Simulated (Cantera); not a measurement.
A Cantera script and what it prints.

```python
import numpy as np
import cantera as ct

gas_names = """
    H H2 H2S N NH NH2 NH3 N2 N2H2 N2H4 Ni NiS S SH SN S2 S8
""".split()
cond_names = """
    Ni(cr) Ni(L) NiS(b) NiS(a) NiS(L) NiS2(s) NiS2(L) Ni3S2(I) Ni3S2(II) Ni3S2(L) Ni3S4(s) S(cr1) S(cr2)
    S(L)
""".split()


# ... load() reads the species with a 1 bar reference pressure and builds the phases ...
atoms = {
    'NiS': {'Ni': 1, 'S': 1},
    'H2': {'H': 2},
    'N2': {'N': 2},
}
top_T = {'Ni3S4(s)': 620}  # K; cautious upper limits of use, not melting points


# ... equilibrate(T, P, feed) seeds the gas with the atoms and calls Mixture.equilibrate('TP', solver="vcs", rtol=1e-11, max_steps=5000) ...
results = []
T = 1900  # K
P = 1000  # Pa
for m in [1.7, 3.3, 6.3, 12, 23, 44, 83, 160, 300, 570, 1100, 2100]:
    feed = {'NiS': 1, 'H2': m, 'N2': 18}  # mol
    mix = equilibrate(T, P, feed)
    results.append((T, P, feed, dict(zip(mix.species_names, mix.species_moles))))
    x = sorted(zip(gas.X, gas.species_names), reverse=True)
    print(f"T = {T:g} K  P = {P:g} Pa  n(H2) = {m:g} mol  gas = {mix.phase_moles(0):.4g} mol")
    print("   x: " + "  ".join(f"{s} {v:.3e}" for v, s in x if v > 0.0001))
    print("   condensed (mol): " + ("  ".join(f"{mix.phase(i).name} {mix.phase_moles(i):.4g}"
          for i in range(1, mix.n_phases) if mix.phase_moles(i) > 1e-12) or "none"))
```

It prints:

```
T = 1900 K  P = 1000 Pa  n(H2) = 1.7 mol  gas = 20.36 mol
   x: N2 8.840e-01  H2 8.029e-02  S2 2.101e-02  Ni 5.370e-03  SH 2.324e-03  S 2.315e-03  H 2.249e-03  NiS 1.526e-03  H2S 9.154e-04
   condensed (mol): Ni(L) 0.8596
T = 1900 K  P = 1000 Pa  n(H2) = 3.3 mol  gas = 21.97 mol
   x: N2 8.192e-01  H2 1.456e-01  S2 1.868e-02  Ni 5.370e-03  H 3.028e-03  SH 2.951e-03  S 2.182e-03  H2S 1.566e-03  NiS 1.439e-03
   condensed (mol): Ni(L) 0.8504
T = 1900 K  P = 1000 Pa  n(H2) = 6.3 mol  gas = 24.99 mol
   x: N2 7.202e-01  H2 2.459e-01  S2 1.542e-02  Ni 5.370e-03  H 3.935e-03  SH 3.484e-03  H2S 2.402e-03  S 1.982e-03  NiS 1.307e-03
   condensed (mol): Ni(L) 0.8331
T = 1900 K  P = 1000 Pa  n(H2) = 12 mol  gas = 30.73 mol
   x: N2 5.857e-01  H2 3.829e-01  S2 1.138e-02  Ni 5.370e-03  H 4.910e-03  SH 3.735e-03  H2S 3.213e-03  S 1.703e-03  NiS 1.123e-03
   condensed (mol): Ni(L) 0.8004
T = 1900 K  P = 1000 Pa  n(H2) = 23 mol  gas = 41.82 mol
   x: H2 5.417e-01  N2 4.304e-01  S2 7.244e-03  H 5.840e-03  Ni 5.370e-03  H2S 3.626e-03  SH 3.544e-03  S 1.359e-03  NiS 8.957e-04
   condensed (mol): Ni(L) 0.738
T = 1900 K  P = 1000 Pa  n(H2) = 44 mol  gas = 62.99 mol
   x: H2 6.903e-01  N2 2.858e-01  H 6.593e-03  Ni 5.370e-03  S2 3.931e-03  H2S 3.404e-03  SH 2.948e-03  S 1.001e-03  NiS 6.599e-04
   condensed (mol): Ni(L) 0.6201
T = 1900 K  P = 1000 Pa  n(H2) = 83 mol  gas = 102.3 mol
   x: H2 8.037e-01  N2 1.759e-01  H 7.114e-03  Ni 5.370e-03  H2S 2.725e-03  SH 2.187e-03  S2 1.859e-03  S 6.884e-04  NiS 4.537e-04
   condensed (mol): Ni(L) 0.404
T = 1900 K  P = 1000 Pa  n(H2) = 160 mol  gas = 180 mol
   x: H2 8.825e-01  N2 9.999e-02  H 7.455e-03  Ni 5.273e-03  H2S 1.895e-03  SH 1.451e-03  S2 7.454e-04  S 4.359e-04  NiS 2.821e-04
   condensed (mol): none
T = 1900 K  P = 1000 Pa  n(H2) = 300 mol  gas = 320.6 mol
   x: H2 9.303e-01  N2 5.615e-02  H 7.654e-03  Ni 3.019e-03  H2S 1.243e-03  SH 9.272e-04  S2 2.887e-04  S 2.713e-04  NiS 1.005e-04
   condensed (mol): none
T = 1900 K  P = 1000 Pa  n(H2) = 570 mol  gas = 591.6 mol
   x: H2 9.586e-01  N2 3.043e-02  H 7.769e-03  Ni 1.658e-03  H2S 7.500e-04  SH 5.511e-04  S 1.588e-04
   condensed (mol): none
T = 1900 K  P = 1000 Pa  n(H2) = 1100 mol  gas = 1124 mol
   x: H2 9.744e-01  N2 1.602e-02  H 7.833e-03  Ni 8.804e-04  H2S 4.230e-04  SH 3.083e-04
   condensed (mol): none
T = 1900 K  P = 1000 Pa  n(H2) = 2100 mol  gas = 2128 mol
   x: H2 9.827e-01  N2 8.460e-03  H 7.867e-03  Ni 4.672e-04  H2S 2.325e-04  SH 1.687e-04
   condensed (mol): none
```

These are equilibrium values from Cantera (NASA tables, ideal gas, pure condensed phases), not measurements of a reactor.
